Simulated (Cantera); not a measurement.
An adiabatic, constant-volume homogeneous reactor starts with C₃H₈ : O₂ : N₂ = 1 : 12.5 : 47 (molar parts), equivalence ratio 0.40, at 1225 K and 3750 Torr. Integrator tolerance rtol = 1e-08.

Cantera simulation using GRI-Mech 3.0 (53 species, 325 reactions); the numbers are that mechanism's predictions, not measurements. GRI-Mech 3.0 was tuned for natural gas; its chemistry of propane as a main component is partial and can be far from experiment.

```json
[
 {"quantity": "time of steepest temperature rise", "before": "1.39 ms", "after": "1.47 ms"},
 {"quantity": "temperature at 4.00 s", "before": "2303 K", "after": "2595 K"},
 {"quantity": "equilibrium temperature", "before": "2303 K", "after": "2595 K"},
 {"quantity": "x(C₃H₈) at 4.00 s", "before": "<1e-12 (gas-phase equilibrium <1e-12)", "after": "<1e-12 (gas-phase equilibrium <1e-12)"},
 {"quantity": "x(O₂) at 4.00 s", "before": "0.115 (gas-phase equilibrium 0.115)", "after": "0.0793 (gas-phase equilibrium 0.0793)"},
 {"quantity": "x(C₂H₄) at 4.00 s", "before": "<1e-12 (gas-phase equilibrium <1e-12)", "after": "<1e-12 (gas-phase equilibrium <1e-12)"},
 {"quantity": "x(N₂O) at 4.00 s", "before": "1.94e-6 (gas-phase equilibrium 1.94e-6)", "after": "2.88e-6 (gas-phase equilibrium 2.88e-6)"},
 {"quantity": "x(H₂O) at 4.00 s", "before": "0.0634 (gas-phase equilibrium 0.0634)", "after": "0.0845 (gas-phase equilibrium 0.0845)"},
 {"quantity": "x(CH₃) at 4.00 s", "before": "<1e-12 (gas-phase equilibrium <1e-12)", "after": "<1e-12 (gas-phase equilibrium <1e-12)"}
]
```

Question: What was changed between the two runs?
A) C3H8 1 to 1.4 parts
B) O2 12.5 to 8.3 parts
C) constant pressure in place of constant volume
D) initial temperature 1225 to 1000 K

Answer: A, C3H8 1 to 1.4 parts
